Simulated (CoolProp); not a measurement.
Vapour-liquid equilibrium of cyclohexane (1) + n-heptane (2) at 355.8 K; x and y are mole fractions of (1).

Values from CoolProp's multi-fluid Helmholtz-energy mixture model, Zhou 2014 and Span 2003; pair parameters Bell 2016.

**Question.** Give the bubble pressure and the first vapour's composition at x = 0.2, 0.8, 0.95. Is there an azeotrope?

**Answer.** x = 0.2: 0.7186 bar, y = 0.302; x = 0.8: 0.9893 bar, y = 0.867; x = 0.95: 1.053 bar, y = 0.968. No azeotrope shows between x = 0.05 and 0.95.

The pair parameters rest on a limited set of measurements; away from them the model extrapolates.
